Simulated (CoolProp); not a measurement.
Vapour-liquid equilibrium of ethane (1) + n-perfluorobutane (2) at 224 kPa; x and y are mole fractions of (1).

Values from CoolProp's multi-fluid Helmholtz-energy mixture model, Bücker 2006 and Gao 2022; pair parameters Bell 2016.

```csv
x,bubble temperature (°C),y at the bubble point,dew temperature at overall composition x (°C),liquid density (mol/L)
0.05,-8.0,0.644,18.0,6.989
0.125,-39.1,0.926,15.5,7.803
0.2,-54.3,0.973,12.9,8.429
0.275,-61.5,0.984,10.1,8.977
0.35,-64.9,0.988,7.1,9.510
0.425,-66.5,0.990,3.8,10.06
0.5,-67.2,0.991,0.2,10.65
0.575,-67.5,0.991,-3.8,11.31
0.65,-67.8,0.991,-8.4,12.04
0.725,-68.3,0.992,-13.8,12.88
0.8,-69.0,0.993,-20.6,13.85
0.875,-70.1,0.995,-29.8,14.99
0.95,-71.4,0.998,-45.4,16.34
```

No azeotrope shows between x = 0.05 and 0.95.

The pair parameters rest on a limited set of measurements; away from them the model extrapolates. With so large a gap from Raoult's law the liquid may split in two, which this calculation doesn't test in full.
